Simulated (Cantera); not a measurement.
Charge: 1 mol Pb, 0.6 mol O₂, 1.2 mol H₂, equilibrated at 1373 K and 26.0 Pa.

Cantera equilibrium calculation (NASA polynomials, part measured and part estimated; ideal gas, pure solids and liquids). Candidate condensed phases: H₂O, Pb, PbO, PbO₂, Pb₃O₄; 12 gas species. Equilibrium is a limit: real reactors are often held back by kinetics, nucleation or transport.

Base state: H₂O 0.539, Pb 0.448, H₂ 0.00609, PbO 0.00608, OH 2.55e-5, H 1.61e-5 (mole fractions); condensed: gas only.

Question: What changes in the equilibrium state with this change: H₂ from 1.2 to 5.1 mol?

Answer: 
```tsv
species	before	after
H₂	0.00609	0.639
H₂O	0.539	0.197
Pb	0.448	0.164
PbO	0.00608	7.71e-6
OH	2.55e-5	9.07e-7
H	1.61e-5	0.000165
```

Question: What changes in the equilibrium state with this change: O₂ from 0.6 to 0.024 mol?

Answer: 
| species | before | after |
|---|---|---|
| H₂ | 0.00609 | 0.524 |
| Pb | 0.448 | 0.455 |
| H₂O | 0.539 | 0.0218 |
| PbO | 0.00608 | 2.90e-6 |
| OH | 2.55e-5 | 1.11e-7 |
| H | 1.61e-5 | 0.000149 |

Question: What changes in the equilibrium state with this change: temperature from 1373 K to 525 K?

Answer: 
```
species      before    after
----------  -------  -------
H₂O           0.539    1.000
H₂          0.00609  8.47e-6
Pb            0.448    <1e-9
PbO         0.00608    <1e-9
OH          2.55e-5    <1e-9
H           1.61e-5    <1e-9
Pb(s), mol        0    1.000
```
